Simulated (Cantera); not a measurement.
Charge: 1 mol Cu2O, 2.9 mol C, 1.8 mol H2, held at 90.0 Torr.

Method: chemical equilibrium by Gibbs-energy minimisation in Cantera with the NASA 1993 tables (ideal gas, pure condensed phases). Candidate condensed phases: C, C6H6, C7H8, C8H18, Cu, CuO, Cu(OH)2, Cu2O, H2O; 113 gas species. Equilibrium is a limit: real reactors are often held back by kinetics, nucleation or transport.

x: gas mole fraction; n: condensed amount in mol.

```
T (°C)   x H2   x CO      x Cu       x H  n C(graphite)  n Cu(s)  n Cu(l)
------  -----  -----  --------  --------  -------------  -------  -------
900     0.641  0.356   4.76e-8   2.73e-7           1.90     2.00        0
1000    0.642  0.357   6.87e-7   1.65e-6           1.90     2.00        0
1100    0.642  0.357   6.59e-6   7.71e-6           1.90        0     2.00
1200    0.643  0.357       [?]       [?]           1.90        0     2.00
1300    0.642  0.357       [?]       [?]           1.90        0     2.00
1400    0.642  0.357  0.000926  0.000263           1.90        0     2.00
1500    0.640  0.356   0.00329  0.000657           1.90        0     1.99
1600    0.635  0.353    0.0101   0.00148           1.90        0     1.97
```

Q: Some entries are withheld; supply them.

A: 
- 1300, x Cu: 0.000221
- 1300, x H: 9.41e-5
- 1200, x Cu: 4.31e-5
- 1200, x H: 2.93e-5
